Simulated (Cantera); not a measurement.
A closed system holds: 1 mol HMDSO, 0.31 mol H2O, 46 mol H2, equilibrated at 1202 °C and 0.0133 bar.

Method: chemical equilibrium by Gibbs-energy minimisation in Cantera with the NASA 1993 tables (ideal gas, pure condensed phases). Candidate condensed phases: C, C6H6, C7H8, C8H18, H2O, Si, SiC, SiO2; 123 gas species. The feed counts by its element totals alone. The numbers say what is thermodynamically allowed, not how fast it happens.

Base state: H2 0.977, CO 0.0231, H 0.000111, SiO 4.07e-5, CH4 3.70e-5 (mole fractions); condensed: C(graphite) + SiC(s).

### Question
What changes in the equilibrium state with this change: 1.2 mol NH3 added?

### Answer
```csv
species,before,after
H2,0.977,0.967
CO,0.0231,0.0222
N2,0,0.0101
SiO,4.07e-5,3.90e-5
HCN,0,8.74e-5
CH4,3.70e-5,3.63e-5
"C(graphite), mol",2.69,2.69
"SiC(s), mol",2.00,2.00
```
Further candidate phases: Si2N2O, Si3N4.
